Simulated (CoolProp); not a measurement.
Vapour-liquid equilibrium of R22 (1) + R11 (2) at 239.4 K; x and y are mole fractions of (1).

Computed with CoolProp (multi-fluid Helmholtz-energy mixture model, Kamei 1995 and Jacobsen 1992; pair parameters Bell 2016).

Question: Give the bubble pressure and the first vapour's composition at x = 0.05, 0.35, 0.45. Is there an azeotrope?

Answer: x = 0.05: 19.61 kPa, y = 0.638; x = 0.35: 68.99 kPa, y = 0.921; x = 0.45: 80.36 kPa, y = 0.939. No azeotrope shows between x = 0.05 and 0.95.

The pair parameters rest on a limited set of measurements; away from them the model extrapolates.
